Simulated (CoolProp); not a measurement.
Saturation properties of normal hydrogen (Tc = 33.1 K, pc = 1.296 MPa, ω = -0.219).

Model: reference Helmholtz-energy equation of state, Leachman 2009, in CoolProp.

```csv
T (K),p (MPa),liquid density (kg/m³),surface tension (mN/m)
22.9,0.1995,67.73,1.48
24.2,0.2699,65.91,1.26
25.5,0.3562,63.91,1.04
26.9,0.4690,61.49,0.816
28.2,0.5942,58.92,0.611
29.6,0.7537,55.62,0.402
30.9,0.9272,51.73,0.225
32.2,1.129,45.95,0.0817
```

It boils at 20.4 K under 1 atm.

Surface tension comes from a separate correlation (Mulero 2012).
